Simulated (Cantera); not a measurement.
Charge: 1 mol SiH₂Cl₂, 26 mol N₂, held at 852 °C and 0.240 bar.

Cantera equilibrium calculation (NASA polynomials, part measured and part estimated; ideal gas, pure solids and liquids). Candidate condensed phases: NH₄Cl, Si, Si₃N₄; 28 gas species. N₂ is the only nitrogen source here; it is nearly inert below about 1500 K, so the nitride shown seldom forms there in practice. The tables' values for SiCl₃ are old estimates; treat these amounts as uncertain. Kinetics and transport are ignored.

Base state: N₂ 0.933, HCl 0.0500, H₂ 0.0117, SiCl₄ 0.00579, SiCl₃ 3.21e-5, SiHCl₃ 2.35e-5 (mole fractions); condensed: Si₃N₄(s).

Task: What changes in the equilibrium state with this change: temperature from 852 °C to 1125 °C?

Result: 
```tsv
species	before	after
N₂	0.933	0.932
HCl	0.0500	0.0521
H₂	0.0117	0.0105
SiCl₄	0.00579	0.00431
SiCl₂	2.19e-6	0.000641
SiCl₃	3.21e-5	0.000804
SiHCl₃	2.35e-5	6.12e-5
Si₃N₄(s), mol	0.280	0.280
```
